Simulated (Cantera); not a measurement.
## Ignition delay

Mixture: 20.5 % CO, 1.29 % H2, 3.90 % CH4, 15.6 % O2, 58.7 % N2, equivalence ratio 1.2, at 1280 Torr, adiabatic and at constant volume. Ignition delay is the time to a rise of 400 K.

Model: GRI-Mech 3.0 (53 species, 325 reactions), integrated in Cantera. Below about 1000 K GRI-Mech 3.0 lacks low-temperature oxidation paths. Below about 950 K walls govern HO2 and H2O2 in real vessels.

| T0 (K) | delay (ms) |
|---|---|
| 948 | 18.9 |
| 998 | 8.40 |
| 1048 | 4.94 |
| 1098 | 3.22 |
| 1148 | 2.14 |
| 1198 | 1.41 |

```json
{
 "apparent activation energy between 1098 and 1198 K": "90 kJ/mol"
}
```
